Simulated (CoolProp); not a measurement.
Vapour-liquid equilibrium of R125 (1) + propylene (2) at 8.74 bar; x and y are mole fractions of (1).

Values from CoolProp's multi-fluid Helmholtz-energy mixture model, Lemmon 2005 and Lemmon 2013; pair parameters Bell 2016.

### Question
Give the bubble temperature and the first vapour's composition at x = 0.125, 0.35, 0.725. Is there an azeotrope?

### Answer
x = 0.125: 281.4 K, y = 0.224; x = 0.35: 277.1 K, y = 0.432; x = 0.725: 276.7 K, y = 0.676. y crosses x between x = 0.5 and 0.575: the model has an azeotrope there.

Pair parameters are fitted to limited data, so mixtures are less certain than the pure fluids.
